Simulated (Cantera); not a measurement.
Charge: 1 mol CH2F2, 4.5 mol H2, equilibrated at 0.100 bar.

These are equilibrium values from Cantera (NASA tables, ideal gas, pure condensed phases), not measurements of a reactor. Candidate condensed phases: C, C6H6, C7H8, C8H18; 110 gas species. Ions and electrons are included (thermal ionisation). Kinetics and transport are ignored. All values below are at 3750 K.

Base state: H 0.721, HF 0.138, H2 0.0518, F 0.0354, C 0.0280, C3 0.0113, C2 0.00716, C2H 0.00349 (mole fractions); condensed: gas only.

Task: What changes in the equilibrium state with this change: H2 from 4.5 to 1.7 mol?

Result: 
| species | before | after |
|---|---|---|
| H | 0.721 | 0.564 |
| HF | 0.138 | 0.237 |
| F | 0.0354 | 0.0778 |
| C3 | 0.0113 | 0.0263 |
| C2 | 0.00716 | 0.0125 |
| H2 | 0.0518 | 0.0316 |
| C | 0.0280 | 0.0371 |
| CF2 | 7.14e-6 | 4.57e-5 |
| C5 | 4.40e-5 | 0.000178 |
| C4 | 4.05e-5 | 0.000124 |
| C2HF | 4.71e-6 | 1.42e-5 |
| CF | 0.00258 | 0.00750 |
